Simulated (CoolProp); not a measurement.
Saturation properties of isohexane.

Computed with CoolProp (reference Helmholtz-energy equation of state, Lemmon 2006). It is a short technical equation, of lower accuracy than the large ones.

```
T (K)  p (MPa)  liquid density (kg/m³)  enthalpy of vaporisation (kJ/kg)
-----  -------  ----------------------  --------------------------------
298    0.02806                   648.7                             347.4
306.5  0.03944                   640.8                             341.8
315.1  0.05446                   632.7                                 ?
323.7        ?                   624.5                             330.0
332.2  0.09763                   616.2                             323.9
340.8   0.1276                   607.7                             317.5
349.4        ?                   598.9                             310.9
358     0.2087                   589.9                             304.1
366.5   0.2610                   580.8                                 ?
375.1   0.3236                   571.3                             289.4
383.7   0.3969                       ?                                 ?
392.2   0.4809                   551.3                                 ?
400.8   0.5789                       ?                             264.4
```

Complete the blanks.


- 315.1, enthalpy of vaporisation (kJ/kg): 336.0
- 323.7, p (MPa): 0.07370
- 349.4, p (MPa): 0.1643
- 366.5, enthalpy of vaporisation (kJ/kg): 297.0
- 383.7, liquid density (kg/m³): 561.4
- 383.7, enthalpy of vaporisation (kJ/kg): 281.5
- 392.2, enthalpy of vaporisation (kJ/kg): 273.3
- 400.8, liquid density (kg/m³): 540.6

It boils at 333.4 K under 1 atm.
